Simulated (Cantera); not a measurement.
A Cantera script and what it prints.

```python
import numpy as np
import cantera as ct

gas_names = """
    C CO CO2 C2 C2O C3 C3O2 C4 C5 O O2 O3 Ti TiO TiO2
""".split()
cond_names = """
    C(gr) Ti(a) Ti(b) Ti(L) TiC(s) TiC(L) TiO(a) TiO(b) TiO(L) TiO2(ru) TiO2(L) Ti2O3(a) Ti2O3(b)
    Ti2O3(L) Ti3O5(a) Ti3O5(b) Ti3O5(L) Ti4O7(s) Ti4O7(L)
""".split()


# ... load() reads the species with a 1 bar reference pressure and builds the phases ...
atoms = {
    'TiO2': {'Ti': 1, 'O': 2},
    'C': {'C': 1},
    'CO': {'C': 1, 'O': 1},
}
top_T = {'C(gr)': 4500}  # K; cautious upper limits of use, not melting points


# ... equilibrate(T, P, feed) seeds the gas with the atoms and calls Mixture.equilibrate('TP', solver="vcs", rtol=1e-11, max_steps=5000) ...
results = []
feed = {'TiO2': 1, 'C': 2.7, 'CO': 0.18}  # mol
T = 2173  # K
P = 87  # Pa
mix = equilibrate(T, P, feed)
results.append((T, P, feed, dict(zip(mix.species_names, mix.species_moles))))
x = sorted(zip(gas.X, gas.species_names), reverse=True)
print(f"T = {T:g} K  P = {P:g} Pa  gas = {mix.phase_moles(0):.4g} mol")
print("   x: " + "  ".join(f"{s} {v:.3e}" for v, s in x if v > 1e-05))
print("   condensed (mol): " + ("  ".join(f"{mix.phase(i).name} {mix.phase_moles(i):.4g}"
      for i in range(1, mix.n_phases) if mix.phase_moles(i) > 1e-12) or "none"))
```

Result:

```
T = 2173 K  P = 87 Pa  gas = 2.09 mol
   x: CO 9.777e-01  Ti 1.279e-02  TiO 9.508e-03  TiO2 1.494e-05
   condensed (mol): TiC(s) 0.8367  TiO(L) 0.1167
```

Cantera equilibrium calculation (NASA polynomials, part measured and part estimated; ideal gas, pure solids and liquids). Mutual solubility and eutectic melting of coexisting phases are not modelled. TiC, TiO: taken at fixed stoichiometry. Condensed phases not in the tables: solid solutions among these carbides, nitrides and lower oxides.
